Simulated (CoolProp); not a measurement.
Vapour-liquid equilibrium of n-heptane (1) + ethylbenzene (2) at 287.8 K; x and y are mole fractions of (1).

Values from CoolProp's multi-fluid Helmholtz-energy mixture model, Span 2003 and Zhou 2012; pair parameters Bell 2016.

| x | bubble pressure (MPa) | y at the bubble point | dew pressure at overall composition x (MPa) | liquid density (mol/L) |
|---|---|---|---|---|
| 0.05 | 0.0009288 | 0.294 | 0.0007210 | 8.130 |
| 0.2 | 0.001521 | 0.630 | 0.0008362 | 7.902 |
| 0.35 | 0.001985 | 0.760 | 0.0009944 | 7.686 |
| 0.5 | 0.002377 | 0.836 | 0.001224 | 7.480 |
| 0.65 | 0.002732 | 0.892 | 0.001580 | 7.285 |
| 0.8 | 0.003078 | 0.939 | 0.002179 | 7.100 |
| 0.95 | 0.003431 | 0.985 | 0.003158 | 6.925 |

No azeotrope shows between x = 0.05 and 0.95.

Pair parameters are fitted to limited data, so mixtures are less certain than the pure fluids.
